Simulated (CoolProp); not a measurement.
Model: reference Helmholtz-energy equation of state, de Reuck 1993, in CoolProp.

**Question.** For methanol, give the phase and the cv (kJ/(kg K)), speed of sound (m/s) at 445.3 K and 0.101 MPa; 523 K and 0.101 MPa; 561.8 K and 0.101 MPa.

**Answer.** 
- 445.3 K and 0.101 MPa: gas; cv 1.49, speed of sound 367
- 523 K and 0.101 MPa: gas; cv 1.67, speed of sound 395
- 561.8 K and 0.101 MPa: gas; cv 1.76, speed of sound 408
